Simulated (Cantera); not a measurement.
Input: 1 mol H2S, 0.68 mol O2, held at 3150 Torr.

These are equilibrium values from Cantera (NASA tables, ideal gas, pure condensed phases), not measurements of a reactor. Candidate condensed phases: H2O, H2SO4, S; 19 gas species. Equilibrium is a limit: real reactors are often held back by kinetics, nucleation or transport.

x: gas mole fraction; nothing condenses.

| T (K) | x H2O | x S2 | x SO2 | x H2 | x H2S | x SO | x SH |
|---|---|---|---|---|---|---|---|
| 1525 | 0.524 | 0.184 | 0.167 | 0.0297 | 0.0842 | 0.00188 | 0.00132 |
| 1575 | 0.521 | 0.185 | 0.167 | 0.0352 | 0.0797 | 0.00256 | 0.00173 |
| 1625 | 0.517 | 0.185 | 0.167 | 0.0412 | 0.0755 | 0.00340 | 0.00224 |
| 1675 | 0.513 | 0.185 | 0.168 | 0.0476 | 0.0714 | 0.00446 | 0.00283 |
| 1725 | 0.507 | 0.185 | 0.169 | 0.0544 | 0.0675 | 0.00574 | 0.00353 |
| 1775 | 0.501 | 0.184 | 0.169 | 0.0616 | 0.0638 | 0.00729 | 0.00433 |
| 1825 | 0.495 | 0.183 | 0.170 | 0.0690 | 0.0602 | 0.00914 | 0.00525 |
| 1875 | 0.488 | 0.182 | 0.171 | 0.0766 | 0.0568 | 0.0113 | 0.00627 |
| 1925 | 0.480 | 0.180 | 0.172 | 0.0845 | 0.0536 | 0.0139 | 0.00741 |
| 1975 | 0.473 | 0.178 | 0.173 | (withheld) | 0.0505 | (withheld) | (withheld) |
| 2025 | 0.464 | 0.175 | 0.174 | 0.100 | 0.0475 | 0.0201 | 0.0100 |
| 2075 | 0.456 | 0.172 | 0.175 | 0.108 | 0.0447 | (withheld) | (withheld) |
| 2125 | 0.447 | 0.169 | 0.175 | 0.116 | 0.0420 | 0.0280 | 0.0130 |

Task: What belongs in the gaps?

Result: 
- 2075, x SO: 0.0238
- 2075, x SH: 0.0115
- 1975, x H2: 0.0924
- 1975, x SO: 0.0168
- 1975, x SH: 0.00866
